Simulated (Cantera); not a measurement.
Charge: 1 mol Si₃N₄, 0.017 mol H₂O, 22 mol N₂, 3.4 mol CO₂, equilibrated at 9.30 bar.

Equilibrium computed with Cantera from the NASA thermochemical tables; the gas is ideal and each condensed phase is pure. Candidate condensed phases: C, C₆H₆, C₇H₈, C₈H₁₈, H₂O, Si, SiC, SiO₂, Si₂N₂O, Si₃N₄; 151 gas species. The tables hold silica as quartz up to 1696 K and as liquid above; real silica turns to tridymite and cristobalite and melts near 1996 K. Kinetics and transport are ignored.

At 1150 K, list the 4 most abundant gas species with their mole fractions, and the condensed phases.

N₂ 0.967, CO 0.0321, H₂ 0.000675, CO₂ 0.000379. Condensed: C(graphite) + SiO₂(β-quartz).
